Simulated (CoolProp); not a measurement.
Vapour pressure (MPa) of sulfur hexafluoride: the reference equation beside estimates from Tc = 45.6 °C, pc = 3.755 MPa, ω = 0.210. Clausius-Clapeyron is anchored at -14.95 °C with a constant enthalpy of vaporisation of 13.68 kJ/mol.

Model: reference Helmholtz-energy equation of state, Guder 2009, in CoolProp.

```json
[
 {"T (°C)": "-20.95", "reference": "0.6685", "Lee-Kesler": "0.6792", "Clausius-Clapeyron": "0.6949", "van der Waals": "1.368", "Redlich-Kwong": "0.8538", "Soave-Redlich-Kwong": "0.6822", "Peng-Robinson": "0.6742"},
 {"T (°C)": "-17.95", "reference": "0.7361", "Lee-Kesler": "0.7473", "Clausius-Clapeyron": "0.7503", "van der Waals": "1.445", "Redlich-Kwong": "0.9292", "Soave-Redlich-Kwong": "0.7513", "Peng-Robinson": "0.7422"},
 {"T (°C)": "-14.95", "reference": "0.8087", "Lee-Kesler": "0.8203", "Clausius-Clapeyron": "0.8087", "van der Waals": "1.525", "Redlich-Kwong": "1.009", "Soave-Redlich-Kwong": "0.8253", "Peng-Robinson": "0.8152"},
 {"T (°C)": "-11.95", "reference": "0.8864", "Lee-Kesler": "0.8983", "Clausius-Clapeyron": "0.8701", "van der Waals": "1.608", "Redlich-Kwong": "1.093", "Soave-Redlich-Kwong": "0.9047", "Peng-Robinson": "0.8934"},
 {"T (°C)": "-8.95", "reference": "0.9695", "Lee-Kesler": "0.9816", "Clausius-Clapeyron": "0.9346", "van der Waals": "1.693", "Redlich-Kwong": "1.183", "Soave-Redlich-Kwong": "0.9895", "Peng-Robinson": "0.9771"},
 {"T (°C)": "-5.95", "reference": "1.058", "Lee-Kesler": "1.070", "Clausius-Clapeyron": "1.002", "van der Waals": "1.781", "Redlich-Kwong": "1.277", "Soave-Redlich-Kwong": "1.080", "Peng-Robinson": "1.066"},
 {"T (°C)": "-2.95", "reference": "1.153", "Lee-Kesler": "1.165", "Clausius-Clapeyron": "1.073", "van der Waals": "1.872", "Redlich-Kwong": "1.376", "Soave-Redlich-Kwong": "1.176", "Peng-Robinson": "1.162"},
 {"T (°C)": "0.05", "reference": "1.253", "Lee-Kesler": "1.266", "Clausius-Clapeyron": "1.147", "van der Waals": "1.966", "Redlich-Kwong": "1.480", "Soave-Redlich-Kwong": "1.279", "Peng-Robinson": "1.263"},
 {"T (°C)": "3.05", "reference": "1.360", "Lee-Kesler": "1.372", "Clausius-Clapeyron": "1.225", "van der Waals": "2.063", "Redlich-Kwong": "1.589", "Soave-Redlich-Kwong": "1.388", "Peng-Robinson": "1.371"},
 {"T (°C)": "6.05", "reference": "1.474", "Lee-Kesler": "1.486", "Clausius-Clapeyron": "1.306", "van der Waals": "2.162", "Redlich-Kwong": "1.703", "Soave-Redlich-Kwong": "1.504", "Peng-Robinson": "1.486"},
 {"T (°C)": "9.05", "reference": "1.595", "Lee-Kesler": "1.606", "Clausius-Clapeyron": "1.390", "van der Waals": "2.265", "Redlich-Kwong": "1.823", "Soave-Redlich-Kwong": "1.626", "Peng-Robinson": "1.608"}
]
```

Absolute difference from the reference over all 11 rows, mean and median: Lee-Kesler 1.2 and 1.1 %, Clausius-Clapeyron 6.0 and 5.3 %, van der Waals 70.3 and 68.3 %, Redlich-Kwong 20.8 and 20.7 %, Soave-Redlich-Kwong 2.0 and 2.1 %, Peng-Robinson 0.8 and 0.8 %.
